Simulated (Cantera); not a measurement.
Charge: 1 mol Si₃N₄, 28 mol Cl₂, held at 1648.15 K and 10.0 mbar.

These are equilibrium values from Cantera (NASA tables, ideal gas, pure condensed phases), not measurements of a reactor. Candidate condensed phases: Si, Si₃N₄; 13 gas species. The tables' values for SiCl₃ are old estimates; treat these amounts as uncertain. Equilibrium is a limit: real reactors are often held back by kinetics, nucleation or transport.

Base state: Cl 0.666, Cl₂ 0.211, SiCl₄ 0.0738, N₂ 0.0494, SiCl₃ 0.000335 (mole fractions); condensed: gas only.

Q: What changes in the equilibrium state with this change: Si₃N₄ replaced by AlN?

A: 
| species | before | after |
|---|---|---|
| Cl | 0.666 | 0.719 |
| Cl₂ | 0.211 | 0.246 |
| AlCl₃ | 0 | 0.0229 |
| SiCl₄ | 0.0738 | 0 |
| N₂ | 0.0494 | 0.0114 |
| SiCl₃ | 0.000335 | 0 |
Further candidate phases: Al, AlCl₃, AlN.
